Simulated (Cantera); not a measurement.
Feed: 1 mol Si, 1.2 mol Cl2, 28 mol H2.

Points: T (K) = 1250, 1275, 1300, 1325, 1350, 1375, 1400, 1425, 1450, 1475, 1500, 1525, 1550, 1575; P (Pa) = 1, 6.8, 46, 320, 2200, 15000, 100000.

Cantera's Mixture.equilibrate('TP', solver="vcs", rtol=1e-11, max_steps=5000) on the NASA tables stopped like this:

```
ERROR: FAILURE its = 5001!

*******************************************************************************
CanteraError thrown by MultiPhase::equilibrate:
VCS solver failed. Return code: -1
*******************************************************************************
```

Question: What got this run through?

Answer: One answer among several that fit: The failure is numerical, not chemical. The same input converged with solver="gibbs", rtol=1e-10, max_steps=50000, and the result passed a check of the equilibrium conditions:
```
   1250          1  Si(cr)
   1275          1  Si(cr)
   1300          1  Si(cr)
   1325          1  Si(cr)
   1350          1  Si(cr)
   1375          1  Si(cr)
   1400          1  Si(cr)
   1425          1  Si(cr)
   1450          1  Si(cr)
   1475          1  Si(cr)
   1500          1  Si(cr)
   1525          1  Si(cr)
   1550          1  Si(cr)
   1575          1  Si(cr)
   1250        6.8  Si(cr)
   1275        6.8  Si(cr)
   1300        6.8  Si(cr)
   1325        6.8  Si(cr)
   1350        6.8  Si(cr)
   1375        6.8  Si(cr)
   1400        6.8  Si(cr)
   1425        6.8  Si(cr)
   1450        6.8  Si(cr)
   1475        6.8  Si(cr)
   1500        6.8  Si(cr)
   1525        6.8  Si(cr)
   1550        6.8  Si(cr)
   1575        6.8  Si(cr)
   1250         46  Si(cr)
   1275         46  Si(cr)
   1300         46  Si(cr)
   1325         46  Si(cr)
   1350         46  Si(cr)
   1375         46  Si(cr)
   1400         46  Si(cr)
   1425         46  Si(cr)
   1450         46  Si(cr)
   1475         46  Si(cr)
   1500         46  Si(cr)
   1525         46  Si(cr)
   1550         46  Si(cr)
   1575         46  Si(cr)
   1250        320  Si(cr)
   1275        320  Si(cr)
   1300        320  Si(cr)
   1325        320  Si(cr)
   1350        320  Si(cr)
   1375        320  Si(cr)
   1400        320  Si(cr)
   1425        320  Si(cr)
   1450        320  Si(cr)
   1475        320  Si(cr)
   1500        320  Si(cr)
   1525        320  Si(cr)
   1550        320  Si(cr)
   1575        320  Si(cr)
   1250       2200  Si(cr)
   1275       2200  Si(cr)
   1300       2200  Si(cr)
   1325       2200  Si(cr)
   1350       2200  Si(cr)
   1375       2200  Si(cr)
   1400       2200  Si(cr)
   1425       2200  Si(cr)
   1450       2200  Si(cr)
   1475       2200  Si(cr)
   1500       2200  Si(cr)
   1525       2200  Si(cr)
   1550       2200  Si(cr)
   1575       2200  Si(cr)
   1250    1.5e+04  Si(cr)
   1275    1.5e+04  Si(cr)
   1300    1.5e+04  Si(cr)
   1325    1.5e+04  Si(cr)
   1350    1.5e+04  Si(cr)
   1375    1.5e+04  Si(cr)
   1400    1.5e+04  Si(cr)
   1425    1.5e+04  Si(cr)
   1450    1.5e+04  Si(cr)
   1475    1.5e+04  Si(cr)
   1500    1.5e+04  Si(cr)
   1525    1.5e+04  Si(cr)
   1550    1.5e+04  Si(cr)
   1575    1.5e+04  Si(cr)
   1250      1e+05  Si(cr)
   1275      1e+05  Si(cr)
   1300      1e+05  Si(cr)
   1325      1e+05  Si(cr)
   1350      1e+05  Si(cr)
   1375      1e+05  Si(cr)
   1400      1e+05  Si(cr)
   1425      1e+05  Si(cr)
   1450      1e+05  Si(cr)
   1475      1e+05  Si(cr)
   1500      1e+05  Si(cr)
   1525      1e+05  Si(cr)
   1550      1e+05  Si(cr)
   1575      1e+05  Si(cr)
```

The gas is ideal and each condensed phase is pure. The tables' values for SiCl3 are old estimates.
